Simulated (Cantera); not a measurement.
Charge: 1 mol AlN, 5.5 mol Cl2, 0.43 mol N2, at 10.0 mbar.

These are equilibrium values from Cantera (NASA tables, ideal gas, pure condensed phases), not measurements of a reactor. Candidate condensed phases: Al, AlCl3, AlN; 11 gas species. The tables' values for AlCl2 are old estimates; treat these amounts as uncertain. Equilibrium is a limit: real reactors are often held back by kinetics, nucleation or transport.

x: gas mole fraction; nothing condenses.

| T (K) | x Cl | x Cl2 | x AlCl3 | x N2 | x AlCl2 |
|---|---|---|---|---|---|
| 1223 | 0.0477 | 0.635 | 0.165 | 0.153 | 4.77e-9 |
| 1298 | (withheld) | 0.596 | 0.161 | 0.149 | 2.63e-8 |
| 1373 | 0.168 | 0.534 | 0.154 | 0.144 | 1.21e-7 |
| 1448 | 0.272 | 0.447 | 0.146 | 0.136 | 4.84e-7 |
| 1523 | 0.398 | 0.342 | 0.135 | 0.126 | 1.73e-6 |
| 1598 | (withheld) | (withheld) | 0.124 | 0.116 | 5.80e-6 |
| 1673 | 0.633 | 0.145 | 0.115 | 0.107 | 1.87e-5 |
| 1748 | 0.707 | 0.0828 | 0.109 | 0.101 | 5.82e-5 |
| 1823 | 0.751 | 0.0456 | 0.105 | 0.0979 | 0.000175 |
| 1898 | 0.776 | 0.0251 | 0.103 | 0.0960 | 0.000498 |
| 1973 | 0.789 | 0.0141 | 0.101 | 0.0948 | 0.00133 |

### Question
Fill in the missing entries.

### Answer

- 1298, x Cl: 0.0941
- 1598, x Cl: 0.526
- 1598, x Cl2: 0.234
